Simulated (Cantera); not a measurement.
Cantera run:

```python
import numpy as np
import cantera as ct

gas_names = """
    CL CL2 H HCL H2 Si SiCL SiCL2 SiCL3 SiCL4 SiH SiHCL3 SiH2 SiH2CL2 SiH3 SiH3CL SiH4 Si2 Si3
""".split()
cond_names = """
    Si(cr) Si(L)
""".split()


# ... load() reads the species with a 1 bar reference pressure and builds the phases ...
atoms = {
    'SiCl4': {'Si': 1, 'CL': 4},
    'H2': {'H': 2},
    'HCl': {'H': 1, 'CL': 1},
}
top_T = {}  # K; cautious upper limits of use, not melting points


# ... equilibrate(T, P, feed) seeds the gas with the atoms and calls Mixture.equilibrate('TP', solver="vcs", rtol=1e-11, max_steps=5000) ...
results = []
feed = {'SiCl4': 1, 'H2': 0.45, 'HCl': 5.9}  # mol
P = 130000  # Pa
for T in [1100, 1150, 1200, 1250, 1300, 1350, 1400, 1450, 1500, 1550, 1600, 1650]:
    mix = equilibrate(T, P, feed)
    results.append((T, P, feed, dict(zip(mix.species_names, mix.species_moles))))

top = {s: max(r[3][s] / sum(r[3][g] for g in gas_names) for r in results) for s in gas_names}
cols = sorted((s for s in top if top[s] > 0.0001), key=lambda s: -top[s])[:9]
seen = [c for c in cond_names if any(r[3].get(c, 0) > 1e-12 for r in results)]
print("log10 of partial pressures in bar; condensed amounts in mol")
print(f"{'T/K':>10s}" + "".join(f"{s[:9]:>10s}" for s in cols + seen))
for T, P, feed, n in results:
    ng = sum(n[g] for g in gas_names)
    print(f"{T:10.4g}" + "".join(f"{np.log10(max(n[s] / ng * P / 1e5, 1e-99)):10.3f}" for s in cols)
          + "".join(f"{n.get(c, 0):10.4g}" for c in seen))
```

It prints:

```
log10 of partial pressures in bar; condensed amounts in mol
       T/K       HCL     SiCL4        H2     SiCL3     SiCL2    SiHCL3        CL
      1100     0.019    -0.753    -1.100    -4.406    -6.915    -3.703    -7.067
      1150     0.019    -0.753    -1.101    -4.048    -6.303    -3.565    -6.613
      1200     0.019    -0.754    -1.102    -3.720    -5.744    -3.439    -6.197
      1250     0.019    -0.755    -1.103    -3.421    -5.232    -3.325    -5.814
      1300     0.019    -0.756    -1.105    -3.146    -4.762    -3.221    -5.459
      1350     0.019    -0.758    -1.107    -2.893    -4.330    -3.126    -5.129
      1400     0.019    -0.761    -1.111    -2.660    -3.932    -3.042    -4.822
      1450     0.020    -0.765    -1.117    -2.448    -3.567    -2.967    -4.535
      1500     0.021    -0.772    -1.126    -2.254    -3.234    -2.904    -4.264
      1550     0.022    -0.782    -1.139    -2.079    -2.932    -2.853    -4.008
      1600     0.023    -0.796    -1.158    -1.924    -2.661    -2.817    -3.764
      1650     0.025    -0.814    -1.184    -1.789    -2.422    -2.797    -3.531
```

Method: chemical equilibrium by Gibbs-energy minimisation in Cantera with the NASA 1993 tables (ideal gas, pure condensed phases). The tables' values for SiCl3 are old estimates; treat these amounts as uncertain.
